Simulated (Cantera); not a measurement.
# Stirred combustor or abatement burner

A perfectly stirred reactor is fed with 5.58 % CH4, 15.7 % O2, 59.2 % N2, 19.5 % H2O, equivalence ratio 0.71, at 8.30 bar; it is adiabatic with a 400 K inlet, and is followed from long to short residence time, starting on the burning branch (τ in s: 0.023, 0.012, 0.0062, 0.0033, 0.0017, 0.0009, 0.00047, 0.00025, 0.00013, 6.8e-05, 3.6e-05).

Detailed kinetics in Cantera: GRI-Mech 3.0 (53 species, 325 reactions).

```json
[
 {"τ (s)": "0.023", "T (K)": "1621", "x CH4": "4.86e-5", "x O2": "0.0460", "x H2O": "0.307", "x N2O": "3.91e-7", "x NO": "4.39e-7", "x CH2O": "4.20e-6", "x CH3": "6.77e-6"},
 {"τ (s)": "0.012", "T (K)": "1617", "x CH4": "8.43e-5", "x O2": "0.0463", "x H2O": "0.306", "x N2O": "4.76e-7", "x NO": "4.16e-7", "x CH2O": "7.52e-6", "x CH3": "1.17e-5"},
 {"τ (s)": "0.0062", "T (K)": "1610", "x CH4": "0.000155", "x O2": "0.0468", "x H2O": "0.306", "x N2O": "5.58e-7", "x NO": "3.80e-7", "x CH2O": "1.42e-5", "x CH3": "2.07e-5"},
 {"τ (s)": "0.0033", "T (K)": "1596", "x CH4": "0.000308", "x O2": "0.0479", "x H2O": "0.305", "x N2O": "6.13e-7", "x NO": "3.13e-7", "x CH2O": "2.84e-5", "x CH3": "3.64e-5"},
 {"τ (s)": "0.0017", "T (K)": "1542", "x CH4": "0.000999", "x O2": "0.0522", "x H2O": "0.302", "x N2O": "6.07e-7", "x NO": "1.42e-7", "x CH2O": "9.23e-5", "x CH3": "6.97e-5"},
 {"τ (s)": "0.00090", "T (K)": "400", "x CH4": "0.0558", "x O2": "0.157", "x H2O": "0.195", "x N2O": "<1e-12", "x NO": "<1e-12", "x CH2O": "<1e-12", "x CH3": "<1e-12"},
 {"τ (s)": "0.00047", "T (K)": "400", "x CH4": "0.0558", "x O2": "0.157", "x H2O": "0.195", "x N2O": "<1e-12", "x NO": "<1e-12", "x CH2O": "<1e-12", "x CH3": "<1e-12"},
 {"τ (s)": "0.00025", "T (K)": "400", "x CH4": "0.0558", "x O2": "0.157", "x H2O": "0.195", "x N2O": "<1e-12", "x NO": "<1e-12", "x CH2O": "<1e-12", "x CH3": "<1e-12"},
 {"τ (s)": "0.00013", "T (K)": "400", "x CH4": "0.0558", "x O2": "0.157", "x H2O": "0.195", "x N2O": "<1e-12", "x NO": "<1e-12", "x CH2O": "<1e-12", "x CH3": "<1e-12"},
 {"τ (s)": "6.8e-5", "T (K)": "400", "x CH4": "0.0558", "x O2": "0.157", "x H2O": "0.195", "x N2O": "<1e-12", "x NO": "<1e-12", "x CH2O": "<1e-12", "x CH3": "<1e-12"},
 {"τ (s)": "3.6e-5", "T (K)": "400", "x CH4": "0.0558", "x O2": "0.157", "x H2O": "0.195", "x N2O": "<1e-12", "x NO": "<1e-12", "x CH2O": "<1e-12", "x CH3": "<1e-12"}
]
```
x: mole fraction; the columns are a selection and need not sum to one.
